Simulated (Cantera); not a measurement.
Cantera run:

```python
import numpy as np
import cantera as ct

gas_names = """
    AL ALH ALO ALOH ALO2 ALO2H AL2 AL2O AL2O2 H HALO HO2 H2 H2O H2O2 O OH O2 O3
""".split()
cond_names = """
    AL(cr) AL(L) AL2O3(a) AL2O3(L) H2O(s) H2O(L)
""".split()


# ... load() reads the species with a 1 bar reference pressure and builds the phases ...
atoms = {
    'Al': {'AL': 1},
    'H2O': {'H': 2, 'O': 1},
    'H2': {'H': 2},
    'O2': {'O': 2},
}
top_T = {}  # K; cautious upper limits of use, not melting points


# ... equilibrate(T, P, feed) seeds the gas with the atoms and calls Mixture.equilibrate('TP', solver="vcs", rtol=1e-11, max_steps=5000) ...
results = []
feed = {'Al': 1, 'H2O': 0.19, 'H2': 25, 'O2': 0.0067}  # mol
T = 1273  # K
P = 16000  # Pa
mix = equilibrate(T, P, feed)
results.append((T, P, feed, dict(zip(mix.species_names, mix.species_moles))))
print(gas.report(threshold=1e-05))
for i in range(1, mix.n_phases):
    print(f"{mix.phase(i).name:16s} {mix.phase_moles(i):12.5e} mol")
```

Output:

```
       temperature   1273 K
          pressure   16000 Pa
           density   0.0030476 kg/m^3
  mean mol. weight   2.0161 kg/kmol
   phase of matter   gas

                          1 kg             1 kmol
                     ---------------   ---------------
          enthalpy        1.4432e+07        2.9095e+07  J
   internal energy        9.1816e+06        1.8511e+07  J
           entropy             93697         1.889e+05  J/K
    Gibbs function       -1.0485e+08       -2.1138e+08  J
 heat capacity c_p             15580             31411  J/K
 heat capacity c_v             11456             23096  J/K

                      mass frac. Y      mole frac. X     chem. pot. / RT
                     ---------------   ---------------   ---------------
                H2           0.99996                 1           -19.971
     [  +18 minor]        4.2129e-05         4.394e-06

AL(L)             8.64332e-01 mol
AL2O3(a)          6.77978e-02 mol
```

These are equilibrium values from Cantera (NASA tables, ideal gas, pure condensed phases), not measurements of a reactor. Mutual solubility and eutectic melting of coexisting phases are not modelled.
